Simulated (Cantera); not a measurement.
A Cantera script and what it prints.

```python
import numpy as np
import cantera as ct

gas_names = """
    CL CLO CL2 H HCL HOCL HO2 H2 H2O H2O2 Mg MgCL MgCL2 MgH MgO MgOH MgO2H2 Mg2 O OH O2 O3
""".split()
cond_names = """
    H2O(s) H2O(L) Mg(cr) Mg(L) MgCL2(s) MgCL2(L) MgO(s) MgO(L) MgO2H2(s)
""".split()


# ... load() reads the species with a 1 bar reference pressure and builds the phases ...
atoms = {
    'MgO': {'Mg': 1, 'O': 1},
    'HCl': {'H': 1, 'CL': 1},
    'O2': {'O': 2},
}
top_T = {}  # K; cautious upper limits of use, not melting points


# ... equilibrate(T, P, feed) seeds the gas with the atoms and calls Mixture.equilibrate('TP', solver="vcs", rtol=1e-11, max_steps=5000) ...
results = []
T = 948.15  # K
P = 1000  # Pa
for m in [0.097, 0.14, 0.19, 0.27, 0.39, 0.55, 0.78]:
    feed = {'MgO': 1, 'HCl': 0.024, 'O2': m}  # mol
    mix = equilibrate(T, P, feed)
    results.append((T, P, feed, dict(zip(mix.species_names, mix.species_moles))))

top = {s: max(r[3][s] / sum(r[3][g] for g in gas_names) for r in results) for s in gas_names}
cols = sorted((s for s in top if top[s] > 0.001), key=lambda s: -top[s])[:9]
seen = [c for c in cond_names if any(r[3].get(c, 0) > 1e-12 for r in results)]
print("log10 of partial pressures in bar; condensed amounts in mol")
print(f"{'n(O2)':>10s}" + "".join(f"{s[:9]:>10s}" for s in cols + seen))
for T, P, feed, n in results:
    ng = sum(n[g] for g in gas_names)
    print(f"{feed['O2']:10.4g}" + "".join(f"{np.log10(max(n[s] / ng * P / 1e5, 1e-99)):10.3f}" for s in cols)
          + "".join(f"{n.get(c, 0):10.4g}" for c in seen))
```

It prints:

```
log10 of partial pressures in bar; condensed amounts in mol
     n(O2)        O2       HCL       H2O       CL2    MgO(s)
     0.097    -2.098    -2.850    -3.524    -3.526         1
      0.14    -2.070    -2.985    -3.652    -3.655         1
      0.19    -2.052    -3.103    -3.766    -3.769         1
      0.27    -2.037    -3.244    -3.902    -3.905         1
      0.39    -2.026    -3.394    -4.049    -4.053         1
      0.55    -2.019    -3.537    -4.190    -4.195         1
      0.78    -2.013    -3.684    -4.336    -4.341         1
```

These are equilibrium values from Cantera (NASA tables, ideal gas, pure condensed phases), not measurements of a reactor. Condensed phases not in the tables: MgOHCl.
